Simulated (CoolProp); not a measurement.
Saturated liquid density (kg/m³) of water: the reference equation beside estimates from Tc = 647.1 K, pc = 22.06 MPa, ω = 0.344.

Values from CoolProp's reference Helmholtz-energy equation of state, Wagner 2002.

```
T (K)  reference  van der Waals  Soave-Redlich-Kwong  Peng-Robinson
-----  ---------  -------------  -------------------  -------------
452.8      887.4          421.8                645.9          731.0
462        877.4          416.5                637.0          721.2
471.2      866.9          411.0                627.7          711.1
480.5      855.9          405.4                617.9          700.3
489.7      844.6          399.6                607.8          689.1
498.9      832.8          393.6                597.3          677.4
508.2      820.3          387.4                586.1          664.9
517.4      807.3          381.0                574.5          651.9
```

Absolute difference from the reference over all 8 rows, mean and median: van der Waals 52.7 and 52.7 %, Soave-Redlich-Kwong 28.0 and 27.9 %, Peng-Robinson 18.4 and 18.3 %.
